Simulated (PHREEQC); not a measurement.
Make-up at 20 °C: 0.087 mol FeCl3, 0.021 mol ZnCl2, 0.16 mol HCl and 0.05 mol Na2SO4 per kg of water. Closed to the air; pH follows from the charge balance.

The numbers come from PHREEQC with the ion-association model, wateq4f.dat.

### Question
The ionic strength comes out as 0.527 mol/kgw. What activity coefficients do ZnCl+, ZnCl4-2, Cl-, Fe2(OH)2+4, Fe(SO4)2- get?

### Answer
ZnCl+ 0.65, ZnCl4-2 0.21, Cl- 0.64, Fe2(OH)2+4 0.0075, Fe(SO4)2- 0.74.

This is a speciation only: nothing precipitates in the calculation. Saturation is exceeded, for instance for Hematite (slow to form), Goethite (slow to form); the values hold only as long as no solid forms.
